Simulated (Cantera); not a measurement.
A closed system holds: 1 mol HMDSO, 0.73 mol O₂, at 1.20 mbar.

Cantera equilibrium calculation (NASA polynomials, part measured and part estimated; ideal gas, pure solids and liquids). Candidate condensed phases: C, C₆H₆, C₇H₈, C₈H₁₈, H₂O, Si, SiC, SiO₂; 123 gas species. The feed counts by its element totals alone. Mutual solubility and eutectic melting of coexisting phases are not modelled. Gases not in the tables: Si₂H₆ and higher silanes. Kinetics and transport are ignored.

Task: Which condensed phases are stable at each of these points (T (K)): 500, 700, 900, 1100, 1300, 1500, 1700, 1900, 2100?

Result: 
| T (K) | condensed phases | Si condensed (%) |
|---|---|---|
| 500 | C(graphite) + SiC(s) + SiO₂(α-quartz) | 100.0 |
| 700 | C(graphite) + SiC(s) + SiO₂(α-quartz) | 100.0 |
| 900 | C(graphite) + SiC(s) + SiO₂(β-quartz) | 100.0 |
| 1100 | C(graphite) + SiC(s) + SiO₂(β-quartz) | 100.0 |
| 1300 | C(graphite) + SiC(s) | 99.9 |
| 1500 | C(graphite) + SiC(s) | 99.8 |
| 1700 | C(graphite) + SiC(s) | 99.5 |
| 1900 | C(graphite) + SiC(s) | 98.9 |
| 2100 | C(graphite) + SiC(s) | 92.5 |

From 500 K to 700 K the condensed part is C(graphite) + SiC(s) + SiO₂(α-quartz). From 900 K to 1100 K the condensed part is C(graphite) + SiC(s) + SiO₂(β-quartz). From 1300 K to 2100 K the condensed part is C(graphite) + SiC(s).
